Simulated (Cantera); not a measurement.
Cantera run:

```python
import numpy as np
import cantera as ct

gas_names = """
    N NO NO2 NO3 N2 N2O O O2 O3 Pb PbO Pb2
""".split()
cond_names = """
    Pb(cr) Pb(L) PbO(rd) PbO(yw) PbO(L) PbO2(s) Pb3O4(s)
""".split()


# ... load() reads the species with a 1 bar reference pressure and builds the phases ...
atoms = {
    'Pb': {'Pb': 1},
    'N2': {'N': 2},
    'O2': {'O': 2},
}
top_T = {'Pb3O4(s)': 820}  # K; cautious upper limits of use, not melting points


# ... equilibrate(T, P, feed) seeds the gas with the atoms and calls Mixture.equilibrate('TP', solver="vcs", rtol=1e-11, max_steps=5000) ...
results = []
feed = {'Pb': 1, 'N2': 45, 'O2': 0.46}  # mol
T = 1298.15  # K
P = 69  # Pa
mix = equilibrate(T, P, feed)
results.append((T, P, feed, dict(zip(mix.species_names, mix.species_moles))))
print(gas.report(threshold=1e-06))
for i in range(1, mix.n_phases):
    print(f"{mix.phase(i).name:16s} {mix.phase_moles(i):12.5e} mol")
```

It prints:

```
       temperature   1298.2 K
          pressure   69 Pa
           density   0.00020532 kg/m^3
  mean mol. weight   32.118 kg/kmol
   phase of matter   gas

                          1 kg             1 kmol
                     ---------------   ---------------
          enthalpy        1.0588e+06        3.4006e+07  J
   internal energy        7.2274e+05        2.3213e+07  J
           entropy            9312.5         2.991e+05  J/K
    Gibbs function        -1.103e+07       -3.5427e+08  J
 heat capacity c_p              1058             33982  J/K
 heat capacity c_v            799.16             25667  J/K

                      mass frac. Y      mole frac. X     chem. pot. / RT
                     ---------------   ---------------   ---------------
                NO        5.1962e-05        5.5619e-05           -36.581
                N2           0.85029           0.97485           -32.883
                O2           0.00342         0.0034328           -40.279
                Pb          0.055833         0.0086547           -16.788
               PbO          0.090406          0.013009           -36.928
     [   +7 minor]        2.1755e-07        3.8564e-07

Pb(L)             0.00000e+00 mol
PbO(L)            0.00000e+00 mol
```

Cantera equilibrium calculation (NASA polynomials, part measured and part estimated; ideal gas, pure solids and liquids).
